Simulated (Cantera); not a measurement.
# Ammonia decomposition in nitride growth gas

An isothermal, constant-pressure homogeneous reactor starts with NH₃ : H₂ : N₂ = 1 : 0.22 : 0.0021 (molar parts), at 2373 K and 1330 Pa.

Detailed kinetics in Cantera: the gas-phase N/H chemistry of the illustrative SiF4/NH3 mechanism in the Surface Chemkin manual (1991). Walls and surfaces, which speed up NH3 decomposition in real reactors, are not modelled.

```
t (s)       x NH₃   x H₂      x N       x H    x N₂H₂
--------  -------  -----  -------  --------  --------
0.000300    0.815  0.181  3.50e-7  0.000138   2.32e-6
0.00145     0.800  0.189  6.75e-6  0.000434   3.65e-5
0.00702     0.715  0.251  9.24e-6  0.000607   3.47e-5
0.0340      0.436  0.454  1.26e-5   0.00120   1.70e-5
0.164      0.0718  0.718  1.43e-5   0.00319   1.92e-6
0.795     1.29e-5  0.742  3.93e-6    0.0366  4.79e-11
3.85      5.24e-8  0.686  4.03e-7    0.0994    <1e-12
18.6      4.20e-8  0.685  3.38e-7     0.101    <1e-12
90.0      4.20e-8  0.685  3.38e-7     0.101    <1e-12
```
x: mole fraction; the columns are a selection and need not sum to one.

Equilibrium at this temperature and pressure: NH₃ 4.20e-8, H₂ 0.685, N 3.38e-7, H 0.101, N₂H₂ <1e-12 (gas phase only).
